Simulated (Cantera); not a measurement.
Fluorocarbon and chlorocarbon gases: CCl4 + H2

Feed: 1 mol CCl4, 2.2 mol H2, at 1.33 mbar.

Cantera equilibrium calculation (NASA polynomials, part measured and part estimated; ideal gas, pure solids and liquids). Candidate condensed phases: C, C6H6, C7H8, C8H18; 91 gas species. The tables' values for CCl are old estimates; treat these amounts as uncertain. Rates play no part.

```
T (°C)    x HCl       x H      x Cl     x H2       x C      x C3      x C2  n C(graphite)
------  -------  --------  --------  -------  --------  --------  --------  -------------
777       0.952   4.85e-8   8.84e-7   0.0476    <1e-12    <1e-12    <1e-12          1.000
977       0.952   2.89e-6   4.94e-5   0.0476    <1e-12    <1e-12    <1e-12           1.00
1177      0.951   5.68e-5  0.000915   0.0480    <1e-12    <1e-12    <1e-12          1.000
1377      0.940  0.000563   0.00811   0.0512  2.42e-12    <1e-12    <1e-12          1.000
1577      0.892   0.00374    0.0394   0.0644  6.93e-10  3.80e-10  3.15e-11          1.000
1777      0.772    0.0189     0.116   0.0930   6.53e-8   6.91e-8   5.89e-9          0.999
1977      0.567    0.0714     0.238    0.123   2.73e-6   4.87e-6   4.29e-7          0.996
2177      0.323     0.191     0.364    0.120   6.19e-5  0.000168   1.54e-5          0.983
2377      0.133     0.347     0.440   0.0732  0.000872   0.00336  0.000318          0.888
2577     0.0401     0.438     0.447   0.0270   0.00773    0.0331   0.00357              0
2777     0.0124     0.474     0.447  0.00890    0.0242    0.0250   0.00644              0
2977    0.00403     0.477     0.439  0.00294    0.0566    0.0124   0.00798              0
```
x: gas mole fraction; n: condensed amount in mol.

From 777 °C to 2377 °C the condensed part is C(graphite). From 2577 °C to 2977 °C nothing is condensed. The main C-bearing gas is CH4 at 777 °C and C at 2977 °C.
